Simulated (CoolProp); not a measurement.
A single-stage vapour-compression cycle with C3F8 (R218): evaporating at 255.15 K (dew point), condensing at 287.15 K (bubble point), superheat 2 K, subcooling 8 K, compressor efficiency 0.6, no pressure losses. Each further row changes one setting.

Values from CoolProp's reference Helmholtz-energy equation of state, Lemmon 2006. It is a short technical equation, of lower accuracy than the large ones.

```csv
case,cooling COP,pressure ratio,discharge temperature (K),refrigerating effect (kJ/kg),volumetric capacity (kJ/m³)
as stated,4.14,2.89,287.7,74.1,1570
evaporating temperature 260.15 K,5.18,2.40,287.8,77.1,1960
condensing temperature 282.15 K,5.13,2.49,283.3,79.5,1690
subcooling 13 K,4.44,2.89,287.7,79.5,1690
superheat 12 K,4.28,2.89,297.8,81.9,1650
compressor efficiency 0.5,3.45,2.89,291.7,74.1,1570
```
